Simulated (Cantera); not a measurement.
# Catalytic combustion on Pt

An isothermal plug-flow reactor at 725 K and 1.30 bar (inlet), inlet velocity 2.4 m/s, active area per volume 250 1/m; feed CO : O2 : N2 = 0.022 : 0.16 : 0.79 (molar parts), equivalence ratio 0.069.

Computed with Cantera and Deutschmann's 1995 Pt surface mechanism with GRI-Mech 3.0 gas chemistry. Catalytic surfaces can have several steady states; this one follows from the mechanism file's or the stated starting coverage. Mass transfer to the wall is taken as infinitely fast.

```tsv
z (m)	x CO	x O2	x H2O	x CO2	θ free Pt	θ O*	θ CO*
0.00037	0.0224	0.164	<1e-12	0.000280	0.0501	0.0231	0.927
0.0008	0.0220	0.164	<1e-12	0.000612	0.0507	0.0236	0.926
0.0017	0.0213	0.164	<1e-12	0.00133	0.0520	0.0249	0.923
0.0037	0.0196	0.163	<1e-12	0.00309	0.0558	0.0289	0.915
0.008	0.0144	0.161	<1e-12	0.00832	0.0756	0.0549	0.869
0.017	0.00774	0.158	<1e-12	0.0151	0.0203	0.977	0.00294
0.037	0.00641	0.158	<1e-12	0.0164	0.0152	0.983	0.00135
```
x: gas mole fraction; θ: surface coverage.
